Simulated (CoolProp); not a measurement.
Vapour-liquid equilibrium of dimethyl ether (1) + R236EA (2) at 7.56 bar; x and y are mole fractions of (1).

Model: multi-fluid Helmholtz-energy mixture model, Wu 2011 and Rui 2013; pair parameters Bell 2016, in CoolProp.

| x | bubble temperature, mixture model (K) | bubble temperature, Raoult's law (K) | y, mixture model | y, Raoult's law |
|---|---|---|---|---|
| 0.05 | 341.6 | 339.2 | 0.054 | 0.110 |
| 0.2 | [?] | 332.3 | 0.233 | 0.376 |
| 0.35 | [?] | 326.3 | [?] | 0.571 |
| 0.5 | [?] | 321.0 | 0.649 | 0.717 |
| 0.65 | 325.4 | 316.2 | [?] | 0.828 |
| 0.8 | [?] | 312.0 | 0.939 | 0.914 |
| 0.95 | [?] | 308.2 | 0.992 | 0.981 |

### Question
Complete the blanks.

### Answer

- 0.2, bubble temperature, mixture model (K): 340.4
- 0.35, bubble temperature, mixture model (K): 337.7
- 0.35, y, mixture model: 0.438
- 0.5, bubble temperature, mixture model (K): 332.7
- 0.65, y, mixture model: 0.826
- 0.8, bubble temperature, mixture model (K): 316.8
- 0.95, bubble temperature, mixture model (K): 309.1

The largest gap from Raoult's law is +11.7 K in bubble temperature, at x = 0.5. No azeotrope shows between x = 0.05 and 0.95.

The pair parameters rest on a limited set of measurements; away from them the model extrapolates.
